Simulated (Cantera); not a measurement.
A perfectly stirred reactor is fed with CH4 : O2 : N2 = 1 : 1.18 : 4.42 (molar parts), at 10.0 bar; it is adiabatic with a 325 K inlet, and is followed from long to short residence time, starting on the burning branch (τ in s: 0.12, 0.054, 0.025, 0.012, 0.0054, 0.0025, 0.0012, 0.00054, 0.00025, 0.00012, 5.4e-05).

Detailed kinetics in Cantera: GRI-Mech 3.0 (53 species, 325 reactions).

Q: Predict: blow-out, bracketed by the residence times tried; x(CH4) at τ = 0.120 s; x(O2) at τ = 0.120 s; x(CH2) at τ = 0.120 s; x(H2O2) at τ = 0.120 s; x(C2H6) at τ = 0.120 s; x(CH4) at τ = 2.50 ms; x(O2) at τ = 2.50 ms; x(CH2) at τ = 2.50 ms; x(H2O2) at τ = 2.50 ms; x(C2H6) at τ = 2.50 ms.

A: 
* **blow-out, bracketed by the residence times tried**: burning at 1.20 ms, out at 0.540 ms
* **x(CH4) at τ = 0.120 s**: 0.00715
* **x(O2) at τ = 0.120 s**: 0.000195
* **x(CH2) at τ = 0.120 s**: 6.29e-8
* **x(H2O2) at τ = 0.120 s**: 7.16e-9
* **x(C2H6) at τ = 0.120 s**: 4.41e-6
* **x(CH4) at τ = 2.50 ms**: 0.0187
* **x(O2) at τ = 2.50 ms**: 0.00528
* **x(CH2) at τ = 2.50 ms**: 1.00e-6
* **x(H2O2) at τ = 2.50 ms**: 2.51e-7
* **x(C2H6) at τ = 2.50 ms**: 0.000108
